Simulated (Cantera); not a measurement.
A Cantera script and what it prints.

```python
import numpy as np
import cantera as ct

gas_names = """
    Ca CaF CaF2 CaO Ca2 F FO FO2 F2 F2O N NF NF2 NF3 NO NO2 NO3 N2 N2O O O2 O3
""".split()
cond_names = """
    Ca(a) Ca(b) Ca(L) CaF2(a) CaF2(b) CaF2(L) CaO(s) CaO(L)
""".split()


def load(file, names, dense=False):
    # The tables refer to 1 bar. Condensed volumes are neglected.
    table = {s.name: s for s in ct.Species.list_from_file(file)}
    out = []
    for n in names:
        d = dict(table[n].input_data)
        d["thermo"] = dict(d["thermo"], **{"reference-pressure": 1e5})
        if dense:
            d["equation-of-state"] = {"model": "constant-volume", "density": "1e6 g/cm^3"}
        out.append(ct.Species.from_dict(d))
    return out


gas = ct.Solution(thermo="ideal-gas", species=load("nasa_gas.yaml", gas_names))
cond = {s.name: ct.Solution(thermo="fixed-stoichiometry", species=[s], name=s.name)
        for s in load("nasa_condensed.yaml", cond_names, dense=True)}
atoms = {
    'CaF2': {'Ca': 1, 'F': 2},
    'O2': {'O': 2},
    'N2': {'N': 2},
}
top_T = {}  # K; cautious upper limits of use, not melting points


def equilibrate(T, P, feed):
    n = {}
    for name, mol in feed.items():
        for a, k in atoms[name].items():
            n[a] = n.get(a, 0.0) + k * mol
    gas.TPX = T, P, n
    mass = sum(n.values()) * gas.mean_molecular_weight
    gas.equilibrate("TP")
    valid = [c for c in cond.values() if c.min_temp <= T <= top_T.get(c.name, c.max_temp)]
    mix = ct.Mixture([(gas, mass / gas.mean_molecular_weight)] + [(c, 0.0) for c in valid])
    mix.T, mix.P = T, P
    mix.equilibrate("TP", solver="vcs", rtol=1e-11, max_steps=5000)
    return mix


results = []
feed = {'CaF2': 1, 'O2': 0.15, 'N2': 36}  # mol
P = 100000  # Pa
for T in [1123, 1223, 1323, 1423, 1523, 1623, 1723, 1823]:
    mix = equilibrate(T, P, feed)
    results.append((T, P, feed, dict(zip(mix.species_names, mix.species_moles))))

top = {s: max(r[3][s] / sum(r[3][g] for g in gas_names) for r in results) for s in gas_names}
cols = sorted((s for s in top if top[s] > 1e-05), key=lambda s: -top[s])[:7]
seen = [c for c in cond_names if any(r[3].get(c, 0) > 1e-12 for r in results)]
print("log10 of partial pressures in bar; condensed amounts in mol")
print(f"{'T/K':>10s}" + "".join(f"{s[:9]:>10s}" for s in cols + seen))
for T, P, feed, n in results:
    ng = sum(n[g] for g in gas_names)
    print(f"{T:10.4g}" + "".join(f"{np.log10(max(n[s] / ng * P / 1e5, 1e-99)):10.3f}" for s in cols)
          + "".join(f"{n.get(c, 0):10.4g}" for c in seen))
```

Output:

```
log10 of partial pressures in bar; condensed amounts in mol
       T/K        N2        O2        NO      CaF2   CaF2(a)   CaF2(b)   CaF2(L)    CaO(s)
      1123    -0.002    -2.383    -4.783   -10.481         1         0         0 1.138e-12
      1223    -0.002    -2.384    -4.436    -8.890         1         0         0 2.977e-11
      1323    -0.002    -2.386    -4.142    -7.553         1         0         0 4.716e-10
      1423    -0.002    -2.389    -3.889    -6.416         1         0         0 5.015e-09
      1523    -0.002    -2.393    -3.671    -5.452         0    0.9999         0 3.822e-08
      1623    -0.002    -2.400    -3.481    -4.622         0    0.9991         0 2.216e-07
      1723    -0.002    -2.408    -3.315    -3.917         0         0    0.9956 9.903e-07
      1823    -0.002    -2.420    -3.168    -3.332         0         0    0.9831 3.355e-06
```

Method: chemical equilibrium by Gibbs-energy minimisation in Cantera with the NASA 1993 tables (ideal gas, pure condensed phases).
